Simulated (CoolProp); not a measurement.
Vapour-liquid equilibrium of ethylene (1) + 1-butene (2) at 39.3 kPa; x and y are mole fractions of (1).

The numbers come from the multi-fluid Helmholtz-energy mixture model, Smukala 2000 and Lemmon 2005; pair parameters Bell 2016 in CoolProp.

Q: Give the bubble temperature and the first vapour's composition at x = 0.25, 0.55, 0.65. Is there an azeotrope?

A: x = 0.25: -97.0 °C, y = 0.994; x = 0.55: -110.0 °C, y = 0.999; x = 0.65: -112.4 °C, y = 0.999. No azeotrope shows between x = 0.05 and 0.95.

Pair parameters are fitted to limited data, so mixtures are less certain than the pure fluids. The gap from Raoult's law changes sign with composition, which may be real or a fault of the pair parameters; it wasn't checked against measurements.
